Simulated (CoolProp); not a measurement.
Vapour-liquid equilibrium of carbon dioxide (1) + R227EA (2) at 0.595 MPa; x and y are mole fractions of (1).

Computed with CoolProp (multi-fluid Helmholtz-energy mixture model, Span 1996 and Lemmon 2016; pair parameters Bell 2016).

| x | bubble temperature (K) | y at the bubble point | dew temperature at overall composition x (K) | liquid density (mol/L) |
|---|---|---|---|---|
| 0.05 | 294.8 | 0.308 | 305.4 | 8.514 |
| 0.125 | 278.5 | 0.612 | 302.5 | 9.386 |
| 0.2 | 265.8 | 0.773 | 299.5 | 10.25 |
| 0.275 | 256.2 | 0.858 | 296.3 | 11.12 |
| 0.35 | 248.9 | 0.906 | 292.9 | 12.03 |
| 0.425 | 243.1 | 0.935 | 289.3 | 13.00 |
| 0.5 | 238.5 | 0.954 | 285.3 | 14.07 |
| 0.575 | 234.6 | 0.967 | 280.9 | 15.26 |
| 0.65 | 231.3 | 0.977 | 275.9 | 16.60 |
| 0.725 | 228.3 | 0.984 | 270.1 | 18.14 |
| 0.8 | 225.7 | 0.990 | 263.0 | 19.92 |
| 0.875 | 223.3 | 0.994 | 253.8 | 22.02 |
| 0.95 | 221.2 | 0.998 | 239.6 | 24.54 |

No azeotrope shows between x = 0.05 and 0.95.

The pair parameters rest on a limited set of measurements; away from them the model extrapolates.
